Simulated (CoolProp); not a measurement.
Model: reference Helmholtz-energy equation of state, Lemmon 2006, in CoolProp. It is a short technical equation, of lower accuracy than the large ones.

Problem. For carbonyl sulfide, give the phase and the cv (kJ/(kg K)) at 332.5 K and 1.01 bar; 471.7 K and 1.01 bar.

Solution. 
- 332.5 K and 1.01 bar: gas; cv 0.582
- 471.7 K and 1.01 bar: gas; cv 0.663
